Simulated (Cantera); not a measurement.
Mixture: 15.1 % CH3OH, 17.3 % O2, 65.4 % N2, 2.26 % H2O, at 4.93 atm, adiabatic and at constant volume. Ignition delay is the time to a rise of 400 K.

Cantera simulation using GRI-Mech 3.0 (53 species, 325 reactions); the numbers are that mechanism's predictions, not measurements. GRI-Mech 3.0 was tuned for natural gas; its chemistry of methanol as a main component is partial and can be far from experiment.

Problem. Predict: delay at 1298 K; delay at 1498 K; delay at 1698 K; delay at 1898 K; delay at 2098 K; apparent activation energy between 1998 and 2198 K.

Solution. 
```
Item                                                    Result
--------------------------------------------------  ----------
delay at 1298 K                                       0.475 ms
delay at 1498 K                                        42.9 µs
delay at 1698 K                                        7.76 µs
delay at 1898 K                                        2.17 µs
delay at 2098 K                                       0.832 µs
apparent activation energy between 1998 and 2198 K  150 kJ/mol
```
